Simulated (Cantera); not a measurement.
A closed system holds: 1 mol MgO, 49 mol HF, 11 mol O2, equilibrated at 1723.15 K and 0.310 bar.

These are equilibrium values from Cantera (NASA tables, ideal gas, pure condensed phases), not measurements of a reactor. Candidate condensed phases: H2O, Mg, MgF2, MgO, Mg(OH)2; 31 gas species. The numbers say what is thermodynamically allowed, not how fast it happens.

Base state: HF 0.793, O2 0.185, H2O 0.0168, MgF2 0.00489, OH 0.000226, O 4.40e-5, F 2.17e-5 (mole fractions); condensed: MgF2(l).

Q: What changes in the equilibrium state with this change: MgO replaced by CuO?

A: 
```
species         before     after
------------  --------  --------
HF               0.793     0.790
O2               0.185     0.185
CuF                  0    0.0156
H2O             0.0168   0.00854
MgF2           0.00489         0
CuF2                 0  0.000802
Cu                   0   4.83e-5
OH            0.000226  0.000161
F              2.17e-5   3.03e-5
MgF2(l), mol     0.710         0
```
Further candidate phases: Cu, CuF2, CuO, Cu(OH)2, Cu2O.

Q: What changes in the equilibrium state with this change: temperature from 1723.15 K to 798.15 K?

A: 
```tsv
species	before	after
HF	0.793	0.797
O2	0.185	0.186
H2O	0.0168	0.0169
MgF2	0.00489	<1e-9
OH	0.000226	<1e-9
O	4.40e-5	<1e-9
F	2.17e-5	<1e-9
MgF2(l), mol	0.710	0
MgF2(s), mol	0	1.00
```
